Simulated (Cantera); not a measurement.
Input: 1 mol NiS, 25 mol H2, equilibrated at 4.20 mbar.

Method: chemical equilibrium by Gibbs-energy minimisation in Cantera with the NASA 1993 tables (ideal gas, pure condensed phases). Candidate condensed phases: Ni, NiS, NiS2, Ni3S2, Ni3S4, S; 9 gas species. Metal and sulfide melt together well below either melting point, which pure phases cannot show. Mutual solubility and eutectic melting of coexisting phases are not modelled. Gases not in the tables: S3 to S7. Kinetics and transport are ignored.

x: gas mole fraction; n: condensed amount in mol.

| T (°C) | x H2 | x H | x Ni | x H2S | x S2 | x S | n Ni3S2(s) | n Ni3S2(l) | n Ni(s) | n Ni(l) |
|---|---|---|---|---|---|---|---|---|---|---|
| 552 | 0.987 | 1.22e-10 | <1e-12 | 0.0133 | 2.44e-8 | <1e-12 | 0.333 | 0 | 0 | 0 |
| 652 | 0.987 | 3.99e-9 | <1e-12 | 0.0133 | 4.09e-7 | (withheld) | 0.333 | 0 | 0 | 0 |
| 752 | 0.987 | 6.68e-8 | <1e-12 | 0.0133 | 3.99e-6 | (withheld) | 0.333 | 0 | 0 | 0 |
| 852 | 0.987 | 6.81e-7 | 8.51e-11 | 0.0133 | 2.59e-5 | (withheld) | 0 | 0.333 | 0 | 0 |
| 952 | 0.987 | 4.78e-6 | 4.20e-9 | 0.0130 | 0.000121 | (withheld) | 0 | 0.333 | 0 | 0 |
| 1052 | 0.987 | 2.51e-5 | 1.16e-7 | 0.0123 | 0.000414 | (withheld) | 0 | 0.333 | 0 | 0 |
| 1152 | 0.988 | 0.000105 | 2.07e-6 | 0.0109 | 0.00103 | (withheld) | 0 | 0.332 | 0.00277 | 0 |
| 1252 | 0.982 | 0.000362 | 2.13e-5 | 0.0125 | 0.00368 | (withheld) | 0 | 0.237 | 0.288 | 0 |
| 1352 | 0.971 | 0.00107 | 0.000163 | 0.0137 | 0.0110 | (withheld) | 0 | 0.00989 | 0.964 | 0 |
| 1452 | 0.969 | 0.00282 | 0.000983 | 0.00981 | 0.0123 | (withheld) | 0 | 0 | 0.966 | 0 |
| 1552 | 0.962 | 0.00667 | 0.00454 | 0.00688 | 0.0123 | (withheld) | 0 | 0 | 0 | 0.860 |
| 1652 | 0.941 | 0.0143 | 0.0177 | 0.00469 | 0.0111 | (withheld) | 0 | 0 | 0 | 0.481 |
| 1752 | 0.909 | 0.0283 | 0.0347 | 0.00317 | 0.00947 | (withheld) | 0 | 0 | 0 | 0 |
| 1852 | 0.883 | 0.0527 | 0.0351 | 0.00218 | 0.00788 | (withheld) | 0 | 0 | 0 | 0 |

### Question
Complete the blanks.

### Answer

- 652, x S: 8.32e-12
- 752, x S: 4.02e-10
- 852, x S: 9.76e-9
- 952, x S: 1.39e-7
- 1052, x S: 1.29e-6
- 1152, x S: 8.07e-6
- 1252, x S: 5.07e-5
- 1352, x S: 0.000251
- 1452, x S: 0.000676
- 1552, x S: 0.00155
- 1652, x S: 0.00310
- 1752, x S: 0.00561
- 1852, x S: 0.00942
